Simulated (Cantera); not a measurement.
Charge: 1 mol HMDSO, 2.1 mol NO, 1.7 mol O₃, at 1573.15 K and 6.75 Torr.

Cantera equilibrium calculation (NASA polynomials, part measured and part estimated; ideal gas, pure solids and liquids). Candidate condensed phases: C, C₆H₆, C₇H₈, C₈H₁₈, H₂O, Si, SiC, SiO₂, Si₂N₂O, Si₃N₄; 151 gas species. The feed counts by its element totals alone. Mutual solubility and eutectic melting of coexisting phases are not modelled. The tables hold silica as quartz up to 1696 K and as liquid above; real silica turns to tridymite and cristobalite and melts near 1996 K. The numbers say what is thermodynamically allowed, not how fast it happens.

Base state: H₂ 0.564, CO 0.376, N₂ 0.0360, SiO 0.0233, H 0.000322, H₂O 3.46e-5, HCN 1.41e-5 (mole fractions); condensed: SiO₂(β-quartz) + Si₂N₂O(s).

Q: What changes in the equilibrium state with this change: NO from 2.1 to 0.32 mol?

A: 
```
species                before     after
-------------------  --------  --------
H₂                      0.564     0.596
CO                      0.376     0.345
SiO                    0.0233    0.0562
N₂                     0.0360   0.00256
H₂O                   3.46e-5   1.51e-5
HCN                   1.41e-5   8.57e-6
H                    0.000322  0.000331
SiO₂(β-quartz), mol     0.676     0.120
Si₂N₂O(s), mol          0.476     0.121
SiC(s), mol                 0     0.789
```
